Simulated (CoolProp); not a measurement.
Saturation properties of n-heptane (Tc = 541.2 K, pc = 27.74 bar, ω = 0.349).

The numbers come from the reference Helmholtz-energy equation of state, Span 2003 in CoolProp. It is a short technical equation, of lower accuracy than the large ones.

| T (K) | p (bar) | enthalpy of vaporisation (kJ/kg) | liquid conductivity (mW/(m K)) |
|---|---|---|---|
| 429.6 | 4.288 | 269.0 | 86.6 |
| 433.1 | 4.613 | 265.7 | … |
| 436.5 | 4.946 | 262.3 | 85.0 |
| 439.9 | … | 258.9 | 84.2 |
| 443.4 | 5.677 | … | 83.4 |
| 446.8 | 6.066 | 251.6 | 82.6 |
| 450.3 | 6.488 | 247.8 | 81.8 |
| 453.7 | 6.918 | … | 81.0 |
| 457.1 | 7.369 | 240.1 | 80.2 |
| 460.6 | … | … | 79.4 |
| 464 | 8.352 | 231.9 | 78.6 |
| 467.4 | … | … | 77.8 |
| 470.9 | 9.430 | 223.1 | 77.0 |

### Question
What belongs in the gaps?

### Answer

- 433.1, liquid conductivity (mW/(m K)): 85.8
- 439.9, p (bar): 5.297
- 443.4, enthalpy of vaporisation (kJ/kg): 255.2
- 453.7, enthalpy of vaporisation (kJ/kg): 244.0
- 460.6, p (bar): 7.856
- 460.6, enthalpy of vaporisation (kJ/kg): 236.0
- 467.4, p (bar): 8.871
- 467.4, enthalpy of vaporisation (kJ/kg): 227.6

It boils at 371.5 K under 1 atm.

Thermal conductivity comes from a separate model (Assael 2013).
